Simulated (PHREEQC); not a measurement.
Make-up at 25 °C: 0.00017 mol/kgw Ca(HCO3)2, 0.00048 mol/kgw Na2HPO4 and 0.0011 mol/kgw H4SiO4. Closed to the air; pH follows from the charge balance.

Computed with PHREEQC (ion-association model, phreeqc.dat).

No solid was allowed to form.

Question: Order these P species by the share of P that they hold, largest first: H2PO4-, CaHPO4, HPO4-2, CaPO4-, NaHPO4-.

Answer: HPO4-2 (86 %), H2PO4- (7.5 %), CaHPO4 (4.5 %), CaPO4- (1.8 %), NaHPO4- (0.13 %)

The pH is 8.21 and the ionic strength 0.00179 mol/kgw. Saturation is exceeded, for instance for Hydroxyapatite, Quartz (slow to form); the values hold only as long as no solid forms. Complexes and solids missing from the database can't appear.
